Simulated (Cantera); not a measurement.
Input (Python, Cantera) and output of one run.

```python
import numpy as np
import cantera as ct

gas_names = """
    N NbO2 N2O
""".split()
cond_names = """
    Nb2O5(s) Nb2O5(L)
""".split()


# ... load() reads the species with a 1 bar reference pressure and builds the phases ...
species = {s.name: s for s in load("nasa_gas.yaml", gas_names) + load("nasa_condensed.yaml", cond_names)}
# Each term lists the table entries of one substance; the one whose range holds T is used.
reactions = {
    'Nb2O5 + 2 N(g) = 2 NbO2(g) + N2O(g)':
        [(-1, ['Nb2O5(s)', 'Nb2O5(L)']), (-2, ['N']), (2, ['NbO2']), (1, ['N2O'])],
}


def pick(names, T):
    return next(species[n] for n in names if species[n].thermo.min_temp <= T <= species[n].thermo.max_temp)


results = []
for label, terms in reactions.items():
    print(label)
    print("     T/K   dH/kJ  dS/(J/K)   dG/kJ   log10 K")
    for T in [2650, 2675, 2700, 2725, 2750, 2775, 2800, 2825, 2850, 2875]:
        used = [(nu, pick(names, T)) for nu, names in terms]
        dH = sum(nu * s.thermo.h(T) for nu, s in used) / 1e6
        dS = sum(nu * s.thermo.s(T) for nu, s in used) / 1e3
        dG = dH - T * dS / 1e3
        logK = -dG * 1e6 / (ct.gas_constant * T * np.log(10))
        results.append((label, T, dH, dS, dG, logK, [s.name for _, s in used]))
        print(f"{T:8g} {dH:8.1f} {dS:8.1f} {dG:8.1f} {logK:8.2f}")
```

Result:

```
Nb2O5 + 2 N(g) = 2 NbO2(g) + N2O(g)
     T/K   dH/kJ  dS/(J/K)   dG/kJ   log10 K
    2650    365.1    132.5     13.8    -0.27
    2675    362.4    131.5     10.5    -0.21
    2700    359.8    130.6      7.3    -0.14
    2725    357.2    129.6      4.0    -0.08
    2750    354.5    128.6      0.8    -0.02
    2775    351.9    127.7     -2.4     0.05
    2800    349.3    126.7     -5.6     0.10
    2825    346.6    125.8     -8.7     0.16
    2850    344.0    124.9    -11.9     0.22
    2875    341.4    124.0    -15.0     0.27
```

Cantera with NASA thermochemical tables; ideal gases at 1 bar, condensed phases pure. Condensed species are held in their standard states even where they would react or evaporate.
